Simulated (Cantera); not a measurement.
Feed: 1 mol Fe(CO)5, 0.15 mol CO, 13 mol H2, held at 877 °C and 0.0110 bar.

These are equilibrium values from Cantera (NASA tables, ideal gas, pure condensed phases), not measurements of a reactor. Candidate condensed phases: C, C6H6, C7H8, C8H18, Fe, Fe(CO)5, FeO, Fe(OH)2, Fe(OH)3, Fe2O3, Fe3O4, H2O; 114 gas species. Equilibrium is a limit: real reactors are often held back by kinetics, nucleation or transport.

Base state: H2 0.716, CO 0.284, CH4 0.000132, H2O 0.000105, CO2 3.49e-5 (mole fractions); condensed: Fe(α).

**Question.** What changes in the equilibrium state with this change: temperature from 877 °C to 575 °C?

**Answer.** 
| species | before | after |
|---|---|---|
| H2 | 0.716 | 0.719 |
| CO | 0.284 | 0.248 |
| CO2 | 3.49e-5 | 0.0154 |
| H2O | 0.000105 | 0.0144 |
| CH4 | 0.000132 | 0.00363 |
| Fe(α), mol | 1.00 | 1.00 |
| C(graphite), mol | 0 | 0.460 |
Condensed phases not in the tables: cementite and carbon dissolved in iron.

**Question.** What changes in the equilibrium state with this change: temperature from 877 °C to 602 °C?

**Answer.** 
| species | before | after |
|---|---|---|
| H2 | 0.716 | 0.717 |
| CO | 0.284 | 0.264 |
| H2O | 0.000105 | 0.00849 |
| CO2 | 3.49e-5 | 0.00826 |
| CH4 | 0.000132 | 0.00247 |
| Fe(α), mol | 1.00 | 1.00 |
| C(graphite), mol | 0 | 0.254 |
Condensed phases not in the tables: cementite and carbon dissolved in iron.
